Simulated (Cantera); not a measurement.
# Gas-phase reforming

An isothermal, constant-pressure homogeneous reactor starts with 19.3 % CH4, 69.4 % H2O, 11.4 % H2, at 1425 K and 1.38 atm.

Model: GRI-Mech 3.0 (53 species, 325 reactions), integrated in Cantera.

```csv
t (s),x CH4,x H2O,x H2,x C2H,x O2,x CH2CO
4.00e-5,0.193,0.694,0.114,<1e-12,<1e-12,<1e-12
0.000123,0.193,0.694,0.114,<1e-12,<1e-12,<1e-12
0.000380,0.193,0.694,0.114,<1e-12,<1e-12,<1e-12
0.00117,0.193,0.694,0.114,<1e-12,<1e-12,<1e-12
0.00360,0.192,0.694,0.114,<1e-12,<1e-12,5.31e-11
0.0111,0.192,0.693,0.114,<1e-12,<1e-12,4.51e-9
0.0342,0.190,0.693,0.116,3.51e-12,<1e-12,1.43e-7
0.105,0.184,0.690,0.122,2.44e-11,1.98e-12,1.29e-6
0.325,0.169,0.680,0.140,9.17e-11,1.89e-12,4.96e-6
1.00,0.135,0.659,0.181,2.28e-10,1.02e-12,1.13e-5
```
x: mole fraction; the columns are a selection and need not sum to one.

Equilibrium at this temperature and pressure: CH4 1.07e-6, H2O 0.332, H2 0.529, C2H <1e-12, O2 <1e-12, CH2CO 2.20e-12 (gas phase only).
